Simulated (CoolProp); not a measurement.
Vapour pressure (MPa) of R113: the reference equation beside estimates from Tc = 487.2 K, pc = 3.392 MPa, ω = 0.253.

Values from CoolProp's reference Helmholtz-energy equation of state, Marx 1992.

```csv
T (K),reference,van der Waals,Redlich-Kwong,Soave-Redlich-Kwong,Peng-Robinson
331.3,0.1419,0.5855,0.2311,0.1416,0.1416
337.7,0.1721,0.6465,0.2728,0.1719,0.1715
344.2,0.2074,0.7126,0.3204,0.2075,0.2065
350.6,0.2475,0.7818,0.3729,0.2478,0.2462
357,0.2931,0.8552,0.4313,0.2939,0.2916
363.4,0.3449,0.9329,0.4958,0.3462,0.3430
369.9,0.4042,1.016,0.5681,0.4062,0.4020
376.3,0.4699,1.103,0.6462,0.4728,0.4674
382.7,0.5432,1.194,0.7314,0.5472,0.5406
389.1,0.6247,1.290,0.8242,0.6300,0.6221
395.5,0.7149,1.391,0.9247,0.7218,0.7125
```

Absolute difference from the reference over all 11 rows, mean and median: van der Waals 183.4 and 170.5 %, Redlich-Kwong 44.7 and 43.8 %, Soave-Redlich-Kwong 0.4 and 0.4 %, Peng-Robinson 0.4 and 0.5 %.
